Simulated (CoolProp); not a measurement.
Properties of CHF3 (R23) along the isotherm 212.8 K (Tc = 299.3 K, pc = 4.832 MPa, ω = 0.263).

Computed with CoolProp (reference Helmholtz-energy equation of state, Penoncello 2003).

```json
[
 {"p (MPa)": "0.00764", "phase": "gas", "density (kg/m³)": "0.3029", "cp (kJ/(kg K))": "0.6096", "isothermal compressibility (1/MPa)": "131.1", "expansivity (1/kK)": "4.735", "Prandtl number": "0.728"},
 {"p (MPa)": "0.0115", "phase": "gas", "density (kg/m³)": "0.4564", "cp (kJ/(kg K))": "0.6113", "isothermal compressibility (1/MPa)": "87.21", "expansivity (1/kK)": "4.753", "Prandtl number": "0.730"},
 {"p (MPa)": "0.0174", "phase": "gas", "density (kg/m³)": "0.6916", "cp (kJ/(kg K))": "0.6140", "isothermal compressibility (1/MPa)": "57.73", "expansivity (1/kK)": "4.781", "Prandtl number": "0.732"},
 {"p (MPa)": "0.0262", "phase": "gas", "density (kg/m³)": "1.044", "cp (kJ/(kg K))": "0.6180", "isothermal compressibility (1/MPa)": "38.43", "expansivity (1/kK)": "4.823", "Prandtl number": "0.735"},
 {"p (MPa)": "0.0396", "phase": "gas", "density (kg/m³)": "1.583", "cp (kJ/(kg K))": "0.6242", "isothermal compressibility (1/MPa)": "25.51", "expansivity (1/kK)": "4.890", "Prandtl number": "0.741"},
 {"p (MPa)": "0.0597", "phase": "gas", "density (kg/m³)": "2.399", "cp (kJ/(kg K))": "0.6340", "isothermal compressibility (1/MPa)": "17.02", "expansivity (1/kK)": "4.993", "Prandtl number": "0.749"},
 {"p (MPa)": "0.0901", "phase": "gas", "density (kg/m³)": "3.651", "cp (kJ/(kg K))": "0.6497", "isothermal compressibility (1/MPa)": "11.37", "expansivity (1/kK)": "5.159", "Prandtl number": "0.763"},
 {"p (MPa)": "0.136", "phase": "gas", "density (kg/m³)": "5.582", "cp (kJ/(kg K))": "0.6756", "isothermal compressibility (1/MPa)": "7.640", "expansivity (1/kK)": "5.432", "Prandtl number": "0.787"},
 {"p (MPa)": "0.205", "phase": "gas", "density (kg/m³)": "8.589", "cp (kJ/(kg K))": "0.7205", "isothermal compressibility (1/MPa)": "5.187", "expansivity (1/kK)": "5.905", "Prandtl number": "0.828"},
 {"p (MPa)": "0.466", "phase": "liquid", "density (kg/m³)": "1360", "cp (kJ/(kg K))": "1.288", "isothermal compressibility (1/MPa)": "0.002634", "expansivity (1/kK)": "3.091", "Prandtl number": "2.40"},
 {"p (MPa)": "0.704", "phase": "liquid", "density (kg/m³)": "1361", "cp (kJ/(kg K))": "1.286", "isothermal compressibility (1/MPa)": "0.002617", "expansivity (1/kK)": "3.078", "Prandtl number": "2.40"},
 {"p (MPa)": "1.06", "phase": "liquid", "density (kg/m³)": "1362", "cp (kJ/(kg K))": "1.284", "isothermal compressibility (1/MPa)": "0.002591", "expansivity (1/kK)": "3.059", "Prandtl number": "2.41"},
 {"p (MPa)": "1.6", "phase": "liquid", "density (kg/m³)": "1364", "cp (kJ/(kg K))": "1.281", "isothermal compressibility (1/MPa)": "0.002552", "expansivity (1/kK)": "3.031", "Prandtl number": "2.41"},
 {"p (MPa)": "2.42", "phase": "liquid", "density (kg/m³)": "1367", "cp (kJ/(kg K))": "1.277", "isothermal compressibility (1/MPa)": "0.002497", "expansivity (1/kK)": "2.990", "Prandtl number": "2.41"}
]
```

Viscosity comes from a separate model (Shan 2000). Thermal conductivity comes from a separate model (Shan 2000).
